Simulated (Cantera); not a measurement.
Stirred combustor or abatement burner

A perfectly stirred reactor is fed with 15.8 % CO, 25.3 % H2, 12.4 % O2, 46.6 % N2, equivalence ratio 1.7, at 1.00 atm; it is adiabatic with a 300 K inlet, and is followed from long to short residence time, starting on the burning branch (τ in s: 0.021, 0.013, 0.0079, 0.0049, 0.003, 0.0019, 0.0012, 0.00072, 0.00045, 0.00028, 0.00017, 0.00011, 6.6e-05).

Computed with Cantera and GRI-Mech 3.0 (53 species, 325 reactions).

| τ (s) | T (K) | x CO | x H2 | x O2 | x H2O | x N2O | x NO | x O |
|---|---|---|---|---|---|---|---|---|
| 0.021 | 2168 | 0.113 | 0.0701 | 0.000267 | 0.212 | 6.74e-9 | 7.98e-5 | 0.000158 |
| 0.013 | 2154 | 0.113 | 0.0700 | 0.000389 | 0.211 | 7.54e-9 | 7.56e-5 | 0.000237 |
| 0.0079 | 2135 | 0.112 | 0.0699 | 0.000572 | 0.210 | 8.54e-9 | 7.07e-5 | 0.000360 |
| 0.0049 | 2112 | 0.112 | 0.0699 | 0.000825 | 0.208 | 9.66e-9 | 6.58e-5 | 0.000532 |
| 0.0030 | 2083 | 0.111 | 0.0698 | 0.00119 | 0.205 | 1.10e-8 | 6.11e-5 | 0.000785 |
| 0.0019 | 2049 | 0.111 | 0.0698 | 0.00164 | 0.202 | 1.23e-8 | 5.71e-5 | 0.00111 |
| 0.0012 | 2008 | 0.110 | 0.0699 | 0.00224 | 0.199 | 1.38e-8 | 5.36e-5 | 0.00153 |
| 0.00072 | 1954 | 0.109 | 0.0699 | 0.00309 | 0.194 | 1.53e-8 | 4.98e-5 | 0.00214 |
| 0.00045 | 1895 | 0.108 | 0.0699 | 0.00407 | 0.190 | 1.67e-8 | 4.60e-5 | 0.00281 |
| 0.00028 | 1828 | 0.107 | 0.0698 | 0.00527 | 0.185 | 1.79e-8 | 4.15e-5 | 0.00359 |
| 0.00017 | 1748 | 0.106 | 0.0695 | 0.00686 | 0.179 | 1.90e-8 | 3.55e-5 | 0.00447 |
| 0.00011 | 1672 | 0.106 | 0.0691 | 0.00869 | 0.175 | 1.98e-8 | 2.94e-5 | 0.00524 |
| 6.6e-5 | 1574 | 0.109 | 0.0687 | 0.0120 | 0.170 | 2.09e-8 | 2.17e-5 | 0.00609 |
x: mole fraction; the columns are a selection and need not sum to one.
